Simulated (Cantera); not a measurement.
Gas mixture: NO = 0.095 (molar parts), at 5.82 atm, frozen composition.

Cantera's kinetic-theory transport with the Lennard-Jones parameters of GRI-Mech 3.0, ideal gas; thermal conductivity in the mixture-averaged form. The composition is frozen, though it would react at the higher temperatures.

D: mixture-averaged diffusion coefficient of that species in the mixture.

```
T (K)  ρ (kg/m³)  cp (J/kg/K)  μ (µPa s)  λ (mW/m/K)     Pr  D (cm²/s) H  D (cm²/s) OH  D (cm²/s) H₂O
-----  ---------  -----------  ---------  ----------  -----  -----------  ------------  -------------
400         5.32        998.6       23.1        32.4  0.712        0.349        0.0888         0.0671
550         3.87         1028        ___         ___  0.707          ___           ___            ___
700         3.04         1067       34.0        51.3  0.707        0.913         0.229          0.188
850         2.50         1104        ___         ___  0.708          ___           ___            ___
1000        2.13         1133       42.9        68.6  0.709         1.66         0.415          0.353
1150        1.85         1153       47.0        76.7  0.707         2.10         0.524          0.450
1300        1.64         1171       50.9        84.5  0.706         2.58         0.642          0.555
1450        1.47         1186       54.7        91.9  0.706         3.09         0.770          0.668
1600        1.33         1199       58.3        99.0  0.706         3.64         0.906          0.789
```

Q: Fill in the missing entries.

A: 
- 550, μ (µPa s): 28.9
- 550, λ (mW/m/K): 42.0
- 550, D (cm²/s) H: 0.605
- 550, D (cm²/s) OH: 0.153
- 550, D (cm²/s) H₂O: 0.122
- 850, μ (µPa s): 38.6
- 850, λ (mW/m/K): 60.2
- 850, D (cm²/s) H: 1.27
- 850, D (cm²/s) OH: 0.317
- 850, D (cm²/s) H₂O: 0.266
